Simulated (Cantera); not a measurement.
A Cantera script and what it prints.

```python
import numpy as np
import cantera as ct

gas_names = """
    H H2 H2S Ni NiS S SH S2 S8
""".split()
cond_names = """
    Ni(cr) Ni(L) NiS(b) NiS(a) NiS(L) NiS2(s) NiS2(L) Ni3S2(I) Ni3S2(II) Ni3S2(L) Ni3S4(s) S(cr1) S(cr2)
    S(L)
""".split()


def load(file, names, dense=False):
    # The tables refer to 1 bar. Condensed volumes are neglected.
    table = {s.name: s for s in ct.Species.list_from_file(file)}
    out = []
    for n in names:
        d = dict(table[n].input_data)
        d["thermo"] = dict(d["thermo"], **{"reference-pressure": 1e5})
        if dense:
            d["equation-of-state"] = {"model": "constant-volume", "density": "1e6 g/cm^3"}
        out.append(ct.Species.from_dict(d))
    return out


gas = ct.Solution(thermo="ideal-gas", species=load("nasa_gas.yaml", gas_names))
cond = {s.name: ct.Solution(thermo="fixed-stoichiometry", species=[s], name=s.name)
        for s in load("nasa_condensed.yaml", cond_names, dense=True)}
atoms = {
    'NiS': {'Ni': 1, 'S': 1},
    'H2': {'H': 2},
}
top_T = {'Ni3S4(s)': 620}  # K; cautious upper limits of use, not melting points


def equilibrate(T, P, feed):
    n = {}
    for name, mol in feed.items():
        for a, k in atoms[name].items():
            n[a] = n.get(a, 0.0) + k * mol
    gas.TPX = T, P, n
    mass = sum(n.values()) * gas.mean_molecular_weight
    gas.equilibrate("TP")
    valid = [c for c in cond.values() if c.min_temp <= T <= top_T.get(c.name, c.max_temp)]
    mix = ct.Mixture([(gas, mass / gas.mean_molecular_weight)] + [(c, 0.0) for c in valid])
    mix.T, mix.P = T, P
    mix.equilibrate("TP", solver="vcs", rtol=1e-11, max_steps=5000)
    return mix


results = []
feed = {'NiS': 1, 'H2': 0.53}  # mol
P = 16  # Pa
for T in [1473, 1498, 1523, 1548, 1573, 1598, 1623, 1648, 1673, 1698]:
    mix = equilibrate(T, P, feed)
    results.append((T, P, feed, dict(zip(mix.species_names, mix.species_moles))))

top = {s: max(r[3][s] / sum(r[3][g] for g in gas_names) for r in results) for s in gas_names}
cols = sorted((s for s in top if top[s] > 1e-05), key=lambda s: -top[s])[:8]
seen = [c for c in cond_names if any(r[3].get(c, 0) > 1e-12 for r in results)]
print("log10 of partial pressures in bar; condensed amounts in mol")
print(f"{'T/K':>10s}" + "".join(f"{s[:9]:>10s}" for s in cols + seen))
for T, P, feed, n in results:
    ng = sum(n[g] for g in gas_names)
    print(f"{T:10.4g}" + "".join(f"{np.log10(max(n[s] / ng * P / 1e5, 1e-99)):10.3f}" for s in cols)
          + "".join(f"{n.get(c, 0):10.4g}" for c in seen))
```

It prints:

```
log10 of partial pressures in bar; condensed amounts in mol
       T/K        H2        S2       H2S         S        Ni        SH         H       NiS    Ni(cr)  Ni3S2(L)
      1473    -3.924    -4.437    -5.524    -6.748    -7.774    -6.018    -6.860    -7.582         0    0.3333
      1498    -3.924    -4.437    -5.578    -6.619    -7.480    -5.974    -6.727    -7.370         0    0.3332
      1523    -3.924    -4.437    -5.630    -6.495    -7.196    -5.932    -6.598    -7.166         0    0.3331
      1548    -3.924    -4.438    -5.680    -6.375    -6.921    -5.891    -6.474    -6.969         0     0.333
      1573    -3.925    -4.439    -5.730    -6.259    -6.655    -5.852    -6.353    -6.779         0    0.3328
      1598    -3.926    -4.440    -5.779    -6.147    -6.397    -5.815    -6.237    -6.595         0    0.3324
      1623    -3.964    -4.344    -5.815    -5.990    -6.180    -5.749    -6.142    -6.401    0.1743    0.2736
      1648    -4.025    -4.236    -5.866    -5.829    -5.976    -5.689    -6.063    -6.210    0.4862    0.1682
      1673    -4.108    -4.137    -5.943    -5.677    -5.778    -5.646    -5.998    -6.029    0.9829         0
      1698    -4.113    -4.144    -5.993    -5.580    -5.585    -5.618    -5.896    -5.905    0.9745         0
```

Cantera equilibrium calculation (NASA polynomials, part measured and part estimated; ideal gas, pure solids and liquids). Metal and sulfide melt together well below either melting point, which pure phases cannot show. Mutual solubility and eutectic melting of coexisting phases are not modelled.
